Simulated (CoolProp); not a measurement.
Vapour-liquid equilibrium of CHF3 (R23) (1) + C2F6 (R116) (2) at 1.09 bar; x and y are mole fractions of (1).

The numbers come from the multi-fluid Helmholtz-energy mixture model, Penoncello 2003 and Lemmon 2006; pair parameters Bell 2016 in CoolProp.

Question: Give the bubble temperature and the first vapour's composition at x = 0.2, 0.65, 0.95. Is there an azeotrope?

Answer: x = 0.2: -84.8 °C, y = 0.447; x = 0.65: -86.4 °C, y = 0.586; x = 0.95: -83.0 °C, y = 0.841. y crosses x between x = 0.5 and 0.65: the model has an azeotrope there.

The pair parameters rest on a limited set of measurements; away from them the model extrapolates.
